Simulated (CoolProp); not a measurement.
C2F6 (R116) along the isotherm 312.5 K: density (kg/m³) from the reference equation and from simpler models built on Tc = 293.0 K, pc = 3.048 MPa, ω = 0.257; each cubic takes its own stable root.

The numbers come from the reference Helmholtz-energy equation of state, Lemmon 2006 in CoolProp. It is a short technical equation, of lower accuracy than the large ones.

| p (MPa) | phase | reference | ideal gas | van der Waals | Redlich-Kwong | Soave-Redlich-Kwong | Peng-Robinson |
|---|---|---|---|---|---|---|---|
| 0.0145 | gas | 0.7712 | 0.7702 | 0.7711 | 0.7712 | 0.7712 | 0.7713 |
| 0.0212 | gas | 1.128 | 1.126 | 1.128 | 1.128 | 1.128 | 1.129 |
| 0.0311 | gas | 1.656 | 1.652 | 1.656 | 1.657 | 1.657 | 1.657 |
| 0.0457 | gas | 2.437 | 2.427 | 2.437 | 2.438 | 2.437 | 2.439 |
| 0.0671 | gas | 3.585 | 3.564 | 3.584 | 3.587 | 3.586 | 3.589 |
| 0.0985 | gas | 5.278 | 5.232 | 5.276 | 5.281 | 5.279 | 5.285 |
| 0.145 | gas | 7.802 | 7.702 | 7.797 | 7.808 | 7.804 | 7.818 |
| 0.212 | gas | 11.48 | 11.26 | 11.47 | 11.49 | 11.48 | 11.51 |
| 0.311 | gas | 16.99 | 16.52 | 16.97 | 17.02 | 17.00 | 17.06 |
| 0.457 | gas | 25.32 | 24.27 | 25.27 | 25.38 | 25.34 | 25.48 |
| 0.671 | gas | 37.97 | 35.64 | 37.86 | 38.10 | 38.01 | 38.32 |
| 0.985 | gas | 57.62 | 52.32 | 57.38 | 57.91 | 57.69 | 58.40 |
| 1.45 | gas | 89.57 | 77.02 | 89.05 | 90.26 | 89.65 | 91.34 |
| 2.12 | gas | 143.8 | 112.6 | 142.9 | 145.5 | 143.6 | 147.8 |
| 3.11 | supercritical | 255.4 | 165.2 | 259.4 | 261.8 | 252.6 | 264.3 |
| 4.57 | supercritical | 625.0 | 242.7 | 616.7 | 627.9 | 561.3 | 599.8 |
